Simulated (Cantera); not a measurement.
A closed system holds: 1 mol PbO, 4 mol CO, 0.65 mol C, equilibrated at 2277 °C and 11.0 Pa.

Method: chemical equilibrium by Gibbs-energy minimisation in Cantera with the NASA 1993 tables (ideal gas, pure condensed phases). Candidate condensed phases: C, Pb, PbO, PbO2, Pb3O4; 15 gas species. The numbers say what is thermodynamically allowed, not how fast it happens.

Base state: CO 0.775, Pb 0.168, O 0.0518, CO2 0.00501, O2 0.000867, PbO 0.000150 (mole fractions); condensed: gas only.

Question: What changes in the equilibrium state with this change: PbO replaced by Fe3O4?

Answer: 
```json
[
 {"species": "CO", "before": "0.775", "after": "0.425"},
 {"species": "Fe", "before": "0", "after": "0.280"},
 {"species": "O", "before": "0.0518", "after": "0.257"},
 {"species": "Pb", "before": "0.168", "after": "0"},
 {"species": "O2", "before": "0.000867", "after": "0.0213"},
 {"species": "CO2", "before": "0.00501", "after": "0.0136"},
 {"species": "FeO", "before": "0", "after": "0.00316"},
 {"species": "PbO", "before": "0.000150", "after": "0"}
]
```
Further candidate phases: Fe, Fe(CO)5, FeO, Fe2O3, Fe3O4.
